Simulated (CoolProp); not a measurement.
Ethylbenzene at 582.7 K and 0.59 MPa is throttled through a valve to 0.097 MPa with no heat exchange. Each further row changes one setting.

Values from CoolProp's reference Helmholtz-energy equation of state, Zhou 2012.

| case | temperature change (K) | final density (kg/m³) |
|---|---|---|
| as stated | ___ | ___ |
| outlet pressure 0.0291 MPa | ___ | ___ |
| outlet pressure 0.126 MPa | -4.2 | ___ |

**Question.** Some entries are withheld; supply them.

**Answer.** 
- as stated, temperature change (K): -4.4
- as stated, final density (kg/m³): 2.17
- outlet pressure 0.0291 MPa, temperature change (K): -5.0
- outlet pressure 0.0291 MPa, final density (kg/m³): 0.646
- outlet pressure 0.126 MPa, final density (kg/m³): 2.83
